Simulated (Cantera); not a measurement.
## Thermodynamics of carbothermic reduction, feed Ta2O5 + CO + H2

A closed system holds: 1 mol Ta2O5, 0.52 mol CO, a varied amount of H2, equilibrated at 1050 K and 0.760 bar.

Equilibrium computed with Cantera from the NASA thermochemical tables; the gas is ideal and each condensed phase is pure. Candidate condensed phases: C, C6H6, C7H8, C8H18, H2O, Ta, TaC, Ta2O5; 113 gas species. Kinetics and transport are ignored.

```json
[
 {"n(H2) (mol)": "0.54", "log p H2": "-0.42", "log p CO": "-0.48", "log p CO2": "-1.63", "log p H2O": "-1.65", "log p CH4": "-2.09", "log p C2H4": "-6.98", "log p C2H6": "-7.33", "n C(graphite)": "0.0491", "n Ta2O5(s)": "1.00"},
 {"n(H2) (mol)": "0.74", "log p H2": "-0.36", "log p CO": "-0.55", "log p CO2": "-1.78", "log p H2O": "-1.66", "log p CH4": "-1.97", "log p C2H4": "-6.86", "log p C2H6": "-7.15", "n C(graphite)": "0.0433", "n Ta2O5(s)": "1.00"},
 {"n(H2) (mol)": "1", "log p H2": "-0.32", "log p CO": "-0.63", "log p CO2": "-1.94", "log p H2O": "-1.69", "log p CH4": "-1.87", "log p C2H4": "-6.77", "log p C2H6": "-7.00", "n C(graphite)": "0.0349", "n Ta2O5(s)": "1.00"},
 {"n(H2) (mol)": "1.4", "log p H2": "-0.27", "log p CO": "-0.73", "log p CO2": "-2.14", "log p H2O": "-1.75", "log p CH4": "-1.79", "log p C2H4": "-6.68", "log p C2H6": "-6.87", "n C(graphite)": "0.0212", "n Ta2O5(s)": "1.00"},
 {"n(H2) (mol)": "1.9", "log p H2": "-0.24", "log p CO": "-0.83", "log p CO2": "-2.33", "log p H2O": "-1.81", "log p CH4": "-1.72", "log p C2H4": "-6.62", "log p C2H6": "-6.78", "n C(graphite)": "0.00326", "n Ta2O5(s)": "1.00"},
 {"n(H2) (mol)": "2.5", "log p H2": "-0.22", "log p CO": "-0.94", "log p CO2": "-2.48", "log p H2O": "-1.83", "log p CH4": "-1.74", "log p C2H4": "-6.70", "log p C2H6": "-6.84", "n C(graphite)": "0", "n Ta2O5(s)": "1.00"},
 {"n(H2) (mol)": "3.5", "log p H2": "-0.19", "log p CO": "-1.08", "log p CO2": "-2.66", "log p H2O": "-1.85", "log p CH4": "-1.79", "log p C2H4": "-6.84", "log p C2H6": "-6.95", "n C(graphite)": "0", "n Ta2O5(s)": "1.00"},
 {"n(H2) (mol)": "4.7", "log p H2": "-0.18", "log p CO": "-1.20", "log p CO2": "-2.84", "log p H2O": "-1.88", "log p CH4": "-1.83", "log p C2H4": "-6.97", "log p C2H6": "-7.06", "n C(graphite)": "0", "n Ta2O5(s)": "1.00"},
 {"n(H2) (mol)": "6.4", "log p H2": "-0.16", "log p CO": "-1.34", "log p CO2": "-3.03", "log p H2O": "-1.92", "log p CH4": "-1.89", "log p C2H4": "-7.11", "log p C2H6": "-7.19", "n C(graphite)": "0", "n Ta2O5(s)": "1.00"},
 {"n(H2) (mol)": "8.8", "log p H2": "-0.15", "log p CO": "-1.50", "log p CO2": "-3.25", "log p H2O": "-1.98", "log p CH4": "-1.95", "log p C2H4": "-7.26", "log p C2H6": "-7.33", "n C(graphite)": "0", "n Ta2O5(s)": "1.00"},
 {"n(H2) (mol)": "12", "log p H2": "-0.14", "log p CO": "-1.65", "log p CO2": "-3.47", "log p H2O": "-2.04", "log p CH4": "-2.02", "log p C2H4": "-7.41", "log p C2H6": "-7.47", "n C(graphite)": "0", "n Ta2O5(s)": "1.00"},
 {"n(H2) (mol)": "16", "log p H2": "-0.14", "log p CO": "-1.79", "log p CO2": "-3.69", "log p H2O": "-2.10", "log p CH4": "-2.09", "log p C2H4": "-7.55", "log p C2H6": "-7.61", "n C(graphite)": "0", "n Ta2O5(s)": "1.00"}
]
```
log p: log10 of the partial pressure in bar; n: condensed amount in mol.

From 0.54 mol H2 to 1.9 mol H2 the condensed part is C(graphite) + Ta2O5(s). From 2.5 mol H2 to 16 mol H2 the condensed part is Ta2O5(s).
